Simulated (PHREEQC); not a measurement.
A solution holds 8.4 mmol/kgw NH4Cl and 0.063 mmol/kgw Na2HPO4, at 25 °C. Closed to the air; pH follows from the charge balance.

All values are PHREEQC results (ion-association model, wateq4f.dat), not measurements.

| quantity | before | after |
|---|---|---|
| pH | 6.93 | 5.53 |
| ionic strength (mol/kgw) | 0.00851 | 0.00847 |
| NH3 (mol/kgw) | 3.70e-5 | 1.48e-6 |
| H2PO4- (mol/kgw) | 3.70e-5 | 6.12e-5 |
| HPO4-2 (mol/kgw) | 2.60e-5 | 1.72e-6 |
| H3PO4 (mol/kgw) | 5.79e-10 | 2.40e-8 |

### Question
Which change was made?
A. temperature from 25 to 50 °C
B. Na2HPO4 from 6.3e-05 to 0.000126 mol/kgw
C. temperature from 25 to 40 °C
D. NH4Cl from 0.0084 to 0.00756 mol/kgw
E. Na2HPO4 replaced by KH2PO4 at the same molality

### Answer
E, Na2HPO4 replaced by KH2PO4 at the same molality

Precipitation was switched off in this run. H3PO4, which wateq4f.dat lacks, is added to it with the constant of phreeqc.dat.
